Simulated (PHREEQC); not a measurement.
Brine

Make-up at 25 °C: 3.52 mol/kgw KCl, 0.036 mol/kgw Na2B4O7 and 4.2 mol/kgw KBr. Closed to the air; pH follows from the charge balance.

Model: Pitzer model, pitzer.dat, run in PHREEQC.

The pH is 9.57, the ionic strength comes out as 7.80 mol/kgw and the activity of water is 0.738. The density is 1.378 g/cm³, the osmotic coefficient is 1.080 and the total alkalinity comes out as 72.0 meq/kg.

```csv
species,molality,activity,log γ
K+,7.72,5.05,-0.184
Br-,4.20,2.98,-0.149
Cl-,3.52,2.31,-0.183
Na+,0.0720,0.0739,0.011
B(OH)4-,0.0493,0.0160,-0.489
B(OH)3,0.0467,0.0100,-0.667
B4O5(OH)4-2,0.0100,2.61e-5,-2.585
```

Precipitation was switched off in this run. Examples of supersaturated solids here: Sylvite. Others may be too. In brines, pH and single-ion activities rest on the MacInnes convention.
